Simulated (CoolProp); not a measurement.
The fluid at 298.15 K and 0.1 MPa flows at 0.18 m/s in a round tube of 1 mm bore and 1.5 µm roughness, fully developed (64/Re and Nu = 3.66 if laminar; Colebrook and Gnielinski if turbulent). The same conditions are run with several fluids, on thermodynamics alone (safety and materials aside).

Values from CoolProp's reference Helmholtz-energy equation of state of each fluid (R245fa: Akasaka 2015; R22: Kamei 1995; R407C: Lemmon 2003; CF4 (R14): Platzer 1990; CH2F2 (R32): Tillner-Roth 1997). The equations of Platzer and Polt are older, rougher fits. Blends and air are pseudo-pure fits.

| fluid | Reynolds number | Darcy friction factor | pressure drop (Pa/m) | heat-transfer coefficient (W/(m² K)) | mass flow (kg/h) |
|---|---|---|---|---|---|
| R245fa | 85.5 | 0.749 | 68.1 | 57.5 | 0.00286 |
| R22 | 46.2 | 1.38 | 79.4 | 42.1 | 0.00180 |
| R407C | 51.9 | 1.23 | 70.6 | 48.5 | 0.00180 |
| CF4 (R14) | 37.2 | 1.72 | 99.3 | 58.6 | 0.00181 |
| CH2F2 (R32) | 28.6 | 2.24 | 77.0 | 49.9 | 0.00108 |

Transport values come from each fluid's own correlations; those of R245fa, R22, CF4 (R14), CH2F2 (R32) are estimates that may be off by 10 % or more.
